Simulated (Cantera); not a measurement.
Input: 1 mol SiC, 0.95 mol C, 0.17 mol H2, at 6.70e-5 bar.

Equilibrium computed with Cantera from the NASA thermochemical tables; the gas is ideal and each condensed phase is pure. Candidate condensed phases: C, C6H6, C7H8, C8H18, Si, SiC; 87 gas species. Equilibrium is a limit: real reactors are often held back by kinetics, nucleation or transport.

x: gas mole fraction; n: condensed amount in mol.

```tsv
T (K)	x H2	x Si	x H	x C3	x SiC2	x C	x C2	x Si2C	n C(graphite)	n SiC(s)
1473	0.998	5.35e-7	0.00154	<1e-12	7.39e-10	<1e-12	<1e-12	6.56e-10	0.950	1.00
1673	0.986	8.33e-5	0.0138	2.61e-11	5.45e-7	9.90e-11	2.12e-12	4.26e-7	0.950	1.000
1873	0.920	(withheld)	(withheld)	(withheld)	(withheld)	(withheld)	(withheld)	(withheld)	0.951	0.999
2073	(withheld)	(withheld)	(withheld)	(withheld)	(withheld)	(withheld)	(withheld)	(withheld)	0.973	0.973
2273	0.0363	0.661	0.196	0.000151	0.0830	8.01e-5	1.33e-5	0.0225	1.71	0
2473	0.00770	0.598	0.239	0.00485	0.143	0.00171	0.000445	0.00368	1.54	0
2673	0.00123	0.463	0.220	0.0915	0.191	0.0229	0.00871	0.000557	0.880	0
2873	0.000163	0.402	0.164	0.196	0.0816	0.119	0.0348	7.17e-5	0	0
```

Question: Fill in the missing entries.

Answer: 
- 2073, x H2: 0.628
- 2073, x Si: 0.106
- 2073, x H: 0.255
- 2073, x C3: 2.34e-6
- 2073, x SiC2: 0.00608
- 2073, x C: 2.07e-6
- 2073, x C2: 2.00e-7
- 2073, x Si2C: 0.00390
- 1873, x Si: 0.00437
- 1873, x H: 0.0756
- 1873, x C3: 1.46e-8
- 1873, x SiC2: 9.58e-5
- 1873, x C: 2.44e-8
- 1873, x C2: 1.21e-9
- 1873, x Si2C: 6.73e-5
